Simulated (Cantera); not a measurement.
Feed: 1 mol Cr, 11 mol N2, 89 mol H2, held at 2027 °C and 9.50 bar.

Equilibrium computed with Cantera from the NASA thermochemical tables; the gas is ideal and each condensed phase is pure. Candidate condensed phases: Cr, CrN, Cr2N; 11 gas species. Kinetics and transport are ignored.

Base state: H2 0.885, N2 0.110, H 0.00295, Cr 0.00201, NH3 3.41e-5 (mole fractions); condensed: Cr(l).

Q: What changes in the equilibrium state with this change: temperature from 2027 °C to 852 °C?

A: 
```tsv
species	before	after
H2	0.885	0.894
N2	0.110	0.105
NH3	3.41e-5	0.000723
H	0.00295	1.36e-8
Cr	0.00201	<1e-9
Cr(l), mol	0.798	0
CrN(s), mol	0	1.00
```
